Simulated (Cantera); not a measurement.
Low-pressure radical oxidation in H2/O2

A perfectly stirred reactor is fed with H2 : O2 = 0.005 : 1 (molar parts), at 0.0180 bar; it is held at 950 K, and followed from long to short residence time.

Computed with Cantera and the H2/O2 subset of GRI-Mech 3.0, which has no nitrogen chemistry. Radical loss at walls, strong at low pressure, is not modelled.

```
τ (s)       x H2   x O2       x H      x OH   x H2O2    x H2O
------  --------  -----  --------  --------  -------  -------
0.71    0.000198  0.995   1.32e-5   8.64e-5  3.25e-8  0.00474
0.43    0.000259  0.994   2.08e-5  0.000107  3.90e-8  0.00466
0.25    0.000346  0.994   3.37e-5  0.000136  4.76e-8  0.00455
0.15    0.000457  0.994   5.19e-5  0.000168  5.72e-8  0.00442
0.090   0.000604  0.994   7.78e-5  0.000206  6.85e-8  0.00424
0.054   0.000802  0.994  0.000112  0.000250  8.11e-8  0.00400
0.032    0.00108  0.994  0.000155  0.000299  9.49e-8  0.00368
0.019    0.00145  0.993  0.000198  0.000345  1.08e-7  0.00326
0.011    0.00198  0.993  0.000226  0.000380  1.17e-7  0.00269
0.0069   0.00258  0.994  0.000216  0.000381  1.15e-7  0.00210
```
x: mole fraction; the columns are a selection and need not sum to one.
